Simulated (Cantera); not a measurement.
Input (Python, Cantera) and output of one run.

```python
import numpy as np
import cantera as ct

gas_names = """
    N NO NO2 NO3 N2 N2O O O2 O3 S SN SO SO2 SO3 S2 S2O S8
""".split()
cond_names = """
    S(cr1) S(cr2) S(L)
""".split()


# ... load() reads the species with a 1 bar reference pressure and builds the phases ...
atoms = {
    'N2O': {'N': 2, 'O': 1},
    'SO2': {'S': 1, 'O': 2},
    'O2': {'O': 2},
}
top_T = {}  # K; cautious upper limits of use, not melting points


# ... equilibrate(T, P, feed) seeds the gas with the atoms and calls Mixture.equilibrate('TP', solver="vcs", rtol=1e-11, max_steps=5000) ...
results = []
feed = {'N2O': 1, 'SO2': 0.075, 'O2': 1.8}  # mol
T = 2200  # K
P = 13332.2  # Pa
mix = equilibrate(T, P, feed)
results.append((T, P, feed, dict(zip(mix.species_names, mix.species_moles))))
x = sorted(zip(gas.X, gas.species_names), reverse=True)
print(f"T = {T:g} K  P = {P:g} Pa  gas = {mix.phase_moles(0):.4g} mol")
print("   x: " + "  ".join(f"{s} {v:.3e}" for v, s in x if v > 1e-06))
print("   condensed (mol): " + ("  ".join(f"{mix.phase(i).name} {mix.phase_moles(i):.4g}"
      for i in range(1, mix.n_phases) if mix.phase_moles(i) > 1e-12) or "none"))
```

Result:

```
T = 2200 K  P = 13332.2 Pa  gas = 3.385 mol
   x: O2 6.696e-01  N2 2.886e-01  SO2 2.208e-02  NO 1.364e-02  O 6.061e-03  SO 5.700e-05  SO3 2.228e-05  NO2 1.139e-05
   condensed (mol): none
```

These are equilibrium values from Cantera (NASA tables, ideal gas, pure condensed phases), not measurements of a reactor.
